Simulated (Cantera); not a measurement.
## Equilibrium for chlorosilane synthesis and conversion: Si + HCl + H2 + Cl2 + NH3

A closed system holds: 1 mol Si, 3.4 mol HCl, 0.87 mol H2, 0.8 mol Cl2, 1 mol NH3, held at 4.90 bar.

Cantera equilibrium calculation (NASA polynomials, part measured and part estimated; ideal gas, pure solids and liquids). Candidate condensed phases: NH4Cl, Si, Si3N4; 28 gas species. The tables' values for SiCl3 are old estimates; treat these amounts as uncertain. Equilibrium is a limit: real reactors are often held back by kinetics, nucleation or transport.

```tsv
T (K)	x H2	x HCl	x SiCl4	x N2	x SiHCl3	x NH3	n NH4Cl(s)	n Si3N4(s)
575	0.599	0.122	0.263	0.00537	1.92e-5	0.0108	0.835	0.0222
725	0.547	0.233	0.147	0.0690	0.000107	0.00357	0	0.0346
875	0.523	0.281	0.133	0.0618	0.000543	0.000686	0	0.0598
1025	0.503	0.315	0.123	0.0561	0.00169	0.000205	0	0.0773
1175	0.488	0.340	0.115	0.0522	0.00388	8.23e-5	0	0.0892
1325	0.476	0.359	0.106	0.0498	0.00720	4.04e-5	0	0.0962
1475	0.465	0.370	0.0936	0.0498	0.0112	2.32e-5	0	0.0955
```
x: gas mole fraction; n: condensed amount in mol.

At 575 K the condensed part is NH4Cl(s) + Si3N4(s). From 725 K to 1475 K the condensed part is Si3N4(s). The main Si-bearing gas is SiCl4 throughout. The share of Si in condensed phases is highest at 1325 K (28.9 %) and lowest at 575 K (6.7 %).
